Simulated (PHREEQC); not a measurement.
# Cooling-tower water (model solution)

Synthetic water in mg/L, 25 °C, pH 7.37, pe 10.4:

```json
[
 {"constituent": "Na", "mg/L": "139"},
 {"constituent": "K", "mg/L": "38.2"},
 {"constituent": "Ca", "mg/L": "16.5"},
 {"constituent": "Mg", "mg/L": "57"},
 {"constituent": "Cl", "mg/L": "97.6"},
 {"constituent": "S(6) as SO4", "mg/L": "153"},
 {"constituent": "Alkalinity as HCO3", "mg/L": "293"},
 {"constituent": "B", "mg/L": "0.0331"},
 {"constituent": "Cd", "mg/L": "1.11"},
 {"constituent": "Br", "mg/L": "1.38"}
]
```

Valence states are taken as typed.

Computed with PHREEQC (ion-association model, phreeqc.dat).

```
Quantity                       Value
--------------------  --------------
ionic strength        0.0147 mol/kgw
specific conductance      1120 µS/cm
charge-balance error           8.2 %
```

```csv
species,molality,activity,log γ
Na+,0.00601,0.00534,-0.052
HCO3-,0.00468,0.00416,-0.051
Cl-,0.00275,0.00243,-0.054
Mg+2,0.00203,0.00128,-0.200
SO4-2,0.00129,0.000802,-0.207
K+,0.000972,0.000859,-0.054
CO2,0.000398,0.000399,0.001
Ca+2,0.000364,0.000228,-0.204
MgSO4,0.000240,0.000241,0.001
MgHCO3+,7.05e-5,6.24e-5,-0.053
CaSO4,3.24e-5,3.25e-5,0.001
NaSO4-,2.41e-5,2.14e-5,-0.051
Br-,1.73e-5,1.52e-5,-0.055
CaHCO3+,1.36e-5,1.21e-5,-0.050
```

This is a speciation only: nothing precipitates in the calculation. The solution is supersaturated, for example in Otavite, so a real one may precipitate; this is no full list.
